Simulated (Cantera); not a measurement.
A closed system holds: 1 mol CuO, 1.4 mol F2, 97 mol N2, equilibrated at 1.80 Pa.

These are equilibrium values from Cantera (NASA tables, ideal gas, pure condensed phases), not measurements of a reactor. Candidate condensed phases: Cu, CuF2, CuO, Cu2O; 22 gas species. Kinetics and transport are ignored.

### Question
At 725 °C, list the 4 most abundant gas species with their mole fractions, and the condensed phases.

### Answer
N2 0.977, CuF2 0.0101, F 0.00806, O2 0.00503. Condensed: gas only.
